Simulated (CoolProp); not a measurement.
c-C4F8 (RC318) at 293.15 K and 0.0379 MPa is throttled through a valve to 0.0113 MPa with no heat exchange. Each further row changes one setting.

Model: reference Helmholtz-energy equation of state, Platzer 1990, in CoolProp. This equation is an older, rougher fit.

```tsv
case	temperature change (K)	final density (kg/m³)
as stated	-0.4	0.932
outlet pressure 0.00339 MPa	-0.5	0.279
outlet pressure 0.0147 MPa	-0.4	1.21
```
